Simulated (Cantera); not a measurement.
An isothermal, constant-pressure homogeneous reactor starts with H2 : O2 : N2 = 0.36 : 1 : 0.86 (molar parts), at 850 K and 0.133 bar. Integrator tolerance rtol = 1e-08.

Computed with Cantera and the H2/O2 subset of GRI-Mech 3.0, which has no nitrogen chemistry. Radical loss at walls, strong at low pressure, is not modelled. Below about 950 K walls govern HO2 and H2O2 in real vessels. The temperature is held fixed by assumption; the heat of reaction is taken as removed at once.

Question: What does this change do: pressure from 0.133 bar to 0.370 bar?

Answer: 
```tsv
quantity	before	after
x(H2) at 5.00 s	0.0200 (gas-phase equilibrium <1e-12)	0.116 (gas-phase equilibrium <1e-12)
x(O2) at 5.00 s	0.408 (gas-phase equilibrium 0.402)	0.436 (gas-phase equilibrium 0.402)
x(H) at 5.00 s	8.37e-8 (gas-phase equilibrium <1e-12)	7.10e-8 (gas-phase equilibrium <1e-12)
x(OH) at 5.00 s	9.27e-8 (gas-phase equilibrium 9.50e-9)	2.13e-8 (gas-phase equilibrium 7.36e-9)
x(H2O) at 5.00 s	0.154 (gas-phase equilibrium 0.176)	0.0484 (gas-phase equilibrium 0.176)
```

Question: What does this change do: pressure from 0.133 bar to 0.340 bar?

Answer: 
```csv
quantity,before,after
x(H2) at 5.00 s,0.0200 (gas-phase equilibrium <1e-12),0.108 (gas-phase equilibrium <1e-12)
x(O2) at 5.00 s,0.408 (gas-phase equilibrium 0.402),0.434 (gas-phase equilibrium 0.402)
x(H) at 5.00 s,8.37e-8 (gas-phase equilibrium <1e-12),7.45e-8 (gas-phase equilibrium <1e-12)
x(OH) at 5.00 s,9.27e-8 (gas-phase equilibrium 9.50e-9),2.34e-8 (gas-phase equilibrium 7.52e-9)
x(H2O) at 5.00 s,0.154 (gas-phase equilibrium 0.176),0.0572 (gas-phase equilibrium 0.176)
```
